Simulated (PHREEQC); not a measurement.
Solution (72 °C): 0.0078 mol MgCl2 per kg of water. Closed to the air; pH follows from the charge balance.

The numbers come from PHREEQC with the ion-association model, phreeqc.dat.

No solid was allowed to form.

### Question
Estimate the specific conductance.

### Answer
specific conductance 3910 µS/cm.

Species that the database lacks are ignored. Constants without temperature data keep their 25 °C values here.
